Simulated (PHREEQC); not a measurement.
## Metal-bearing waste water: speciation

A solution holds 0.024 mol/kgw CdCl2, 0.00011 mol/kgw CaCl2, 0.032 mol/kgw H2SO4 and 0.05 mol/kgw NaCl, at 25 °C. Closed to the air; pH follows from the charge balance.

Computed with PHREEQC (ion-association model, phreeqc.dat).

Each row changes one thing in this solution. No solid was allowed to form.

| case | pH | ionic strength (mol/kgw) | Cl- (mol/kgw) | CdCl+ (mol/kgw) | Cd+2 (mol/kgw) | CdCl2 (mol/kgw) | SI of Halite (NaCl) | SI of Cd(OH)2 (Cd(OH)2) |
|---|---|---|---|---|---|---|---|---|
| as made | 1.42 | 0.137 | 0.0791 | 0.0137 | 0.00548 | 0.00249 | -4.22 | -13.53 |
| CaCl2 replaced by CuCl2 at the same molality | 1.42 | 0.137 | 0.0791 | 0.0137 | 0.00548 | 0.00249 | -4.22 | -13.53 |
| NaCl from 0.05 to 0.1 mol/kgw | 1.43 | 0.184 | 0.125 | 0.0144 | 0.00397 | 0.00391 | -3.75 | -13.71 |
| diluted 100-fold with water | 3.22 | 0.00207 | 0.000966 | 1.60e-5 | 0.000212 | 5.82e-8 | -7.93 | -10.96 |
| CaCl2 from 0.00011 to 0.00055 mol/kgw | 1.42 | 0.138 | 0.0799 | 0.0138 | 0.00545 | 0.00252 | -4.22 | -13.54 |
| H2SO4 left out | 5.68 | 0.0821 | 0.0764 | 0.0154 | 0.00544 | 0.00298 | -4.19 | -4.96 |
| NaCl from 0.05 to 0.055 mol/kgw | 1.43 | 0.142 | 0.0836 | 0.0139 | 0.00529 | 0.00265 | -4.16 | -13.55 |
